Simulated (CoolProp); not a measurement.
Vapour-liquid equilibrium of nitrogen (1) + oxygen (2) at 81.7 K; x and y are mole fractions of (1).

The numbers come from the multi-fluid Helmholtz-energy mixture model, Span 2000 and Schmidt 1985; pair parameters Gernert 2013 in CoolProp.

**Question.** Give the bubble pressure and the first vapour's composition at x = 0.125, 0.425, 0.575. Is there an azeotrope?

**Answer.** x = 0.125: 0.05668 MPa, y = 0.410; x = 0.425: 0.09495 MPa, y = 0.754; x = 0.575: 0.1127 MPa, y = 0.841. No azeotrope shows between x = 0.05 and 0.95.

Pair parameters are fitted to limited data, so mixtures are less certain than the pure fluids.
